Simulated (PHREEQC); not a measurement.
A made-up water analysis in mg/L, 35 °C, pH 7.04, pe -0.1: Na 72.7; K 14.1; Ca 58.5; Mg 12.1; Cl 83.9; S(6) as SO4 142; Alkalinity as HCO3 134; Li 1.22.

Valence states are taken as typed.

Equilibrium calculation in PHREEQC: ion-association model, phreeqc.dat.

The ionic strength is 0.0101 mol/kgw, the specific conductance comes out as 967 µS/cm and the charge-balance error is 0.7 %.

```tsv
species	molality	activity	log γ
Na+	0.00315	0.00284	-0.045
Cl-	0.00237	0.00213	-0.046
HCO3-	0.00215	0.00194	-0.044
Ca+2	0.00129	0.000861	-0.177
SO4-2	0.00126	0.000831	-0.179
Mg+2	0.000420	0.000281	-0.174
CO2	0.000361	0.000362	0.001
K+	0.000358	0.000322	-0.047
Li+	0.000175	0.000159	-0.043
CaSO4	0.000137	0.000137	0.001
MgSO4	7.01e-5	7.03e-5	0.001
```

This is a speciation only: nothing precipitates in the calculation.
